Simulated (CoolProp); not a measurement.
Saturation properties of the fluoroketone C6F12O (FK-5-1-12) (Tc = 441.8 K, pc = 1.869 MPa, ω = 0.471).

Computed with CoolProp (reference Helmholtz-energy equation of state, McLinden 2015).

```json
[
 {"T (K)": "315.9", "p (MPa)": "0.08098", "liquid density (kg/m³)": "1547", "vapour density (kg/m³)": "10.31", "enthalpy of vaporisation (kJ/kg)": "89.81", "liquid cp (kJ/(kg K))": "1.116"},
 {"T (K)": "324.9", "p (MPa)": "0.1112", "liquid density (kg/m³)": "1518", "vapour density (kg/m³)": "13.97", "enthalpy of vaporisation (kJ/kg)": "87.14", "liquid cp (kJ/(kg K))": "1.124"},
 {"T (K)": "333.9", "p (MPa)": "0.1495", "liquid density (kg/m³)": "1488", "vapour density (kg/m³)": "18.59", "enthalpy of vaporisation (kJ/kg)": "84.36", "liquid cp (kJ/(kg K))": "1.134"},
 {"T (K)": "342.9", "p (MPa)": "0.1973", "liquid density (kg/m³)": "1456", "vapour density (kg/m³)": "24.38", "enthalpy of vaporisation (kJ/kg)": "81.46", "liquid cp (kJ/(kg K))": "1.146"},
 {"T (K)": "352", "p (MPa)": "0.2567", "liquid density (kg/m³)": "1423", "vapour density (kg/m³)": "31.65", "enthalpy of vaporisation (kJ/kg)": "78.36", "liquid cp (kJ/(kg K))": "1.159"},
 {"T (K)": "361", "p (MPa)": "0.3281", "liquid density (kg/m³)": "1389", "vapour density (kg/m³)": "40.53", "enthalpy of vaporisation (kJ/kg)": "75.12", "liquid cp (kJ/(kg K))": "1.174"},
 {"T (K)": "370", "p (MPa)": "0.4137", "liquid density (kg/m³)": "1352", "vapour density (kg/m³)": "51.45", "enthalpy of vaporisation (kJ/kg)": "71.66", "liquid cp (kJ/(kg K))": "1.192"},
 {"T (K)": "379", "p (MPa)": "0.5152", "liquid density (kg/m³)": "1313", "vapour density (kg/m³)": "64.89", "enthalpy of vaporisation (kJ/kg)": "67.91", "liquid cp (kJ/(kg K))": "1.213"}
]
```

It boils at 322.2 K under 1 atm.
